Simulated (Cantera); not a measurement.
Feed: 1 mol c-C4F8, 0.062 mol HCl, 0.27 mol CH4, at 0.610 bar.

Cantera equilibrium calculation (NASA polynomials, part measured and part estimated; ideal gas, pure solids and liquids). Candidate condensed phases: C, C6H6, C7H8, C8H18; 118 gas species. The feed counts by its element totals alone. Gases not in the tables: C2F6 and larger saturated fluorocarbons. Kinetics and transport are ignored.

### Question
At 3375 K, list the 6 most abundant gas species with their mole fractions, and the condensed phases.

### Answer
F 0.505, CF2 0.181, HF 0.163, CF 0.116, C3 0.0176, Cl 0.00887. Condensed: C(graphite).
